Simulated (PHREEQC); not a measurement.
Consider water at 85 °C with 39 mmol/kgw HNO3, 0.48 mmol/kgw Al(NO3)3 and 0.027 mmol/kgw CO2. Closed to the air; pH follows from the charge balance.

Equilibrium calculation in PHREEQC: ion-association model, wateq4f.dat.

| quantity | before | after |
|---|---|---|
| pH | 1.48 | 1.48 |
| AlOH+2 (mol/kgw) | 2.27e-6 | 1.90e-7 |
| SI of Boehmite (AlOOH) | -4.66 | -7.09 |
| SI of Gibbsite (Al(OH)3) | -4.84 | -6.80 |

**Question.** Name the change that produced these shifts.
A. temperature from 85 to 45 °C
B. temperature from 85 to 75 °C
C. temperature from 85 to 40 °C
D. CO2 replaced by Na2CO3 at the same molality
E. HNO3 from 0.039 to 0.0078 mol/kgw

**Answer.** C, temperature from 85 to 40 °C

No solid was allowed to form. Constants without temperature data keep their 25 °C values here.
